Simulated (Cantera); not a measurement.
Input: 1 mol Si, a varied amount of F2, equilibrated at 925 K and 13.3 mbar.

Equilibrium computed with Cantera from the NASA thermochemical tables; the gas is ideal and each condensed phase is pure. Candidate condensed phases: Si; 9 gas species. The tables' values for SiF3 are old estimates; treat these amounts as uncertain. Rates play no part.

x: gas mole fraction; n: condensed amount in mol.

```
n(F2) (mol)  x SiF4    x F2     x F    x SiF3   x SiF2  n Si(s)
-----------  ------  ------  ------  --------  -------  -------
0.5           0.999  <1e-12  <1e-12  0.000553  8.88e-7    0.750
0.99          0.999  <1e-12  <1e-12  0.000553  8.88e-7    0.505
1.5           0.999  <1e-12  <1e-12  0.000553  8.88e-7        ?
2              1.00  <1e-12  <1e-12    <1e-12   <1e-12        0
2.4           0.656   0.181   0.162    <1e-12   <1e-12        0
2.9               ?       ?       ?    <1e-12   <1e-12        0
3.4           0.367   0.394   0.239    <1e-12   <1e-12        0
3.9           0.301   0.445   0.254    <1e-12   <1e-12        0
4.4           0.255   0.481   0.264    <1e-12   <1e-12        0
4.9           0.222   0.507   0.271    <1e-12   <1e-12        0
5.4           0.196   0.528   0.277    <1e-12   <1e-12        0
5.9           0.175   0.544   0.281    <1e-12   <1e-12        0
6.3           0.162   0.554   0.284    <1e-12   <1e-12        0
```

Fill in the missing entries.


- 1.5, n Si(s): 0.250
- 2.9, x SiF4: 0.470
- 2.9, x F2: 0.316
- 2.9, x F: 0.214
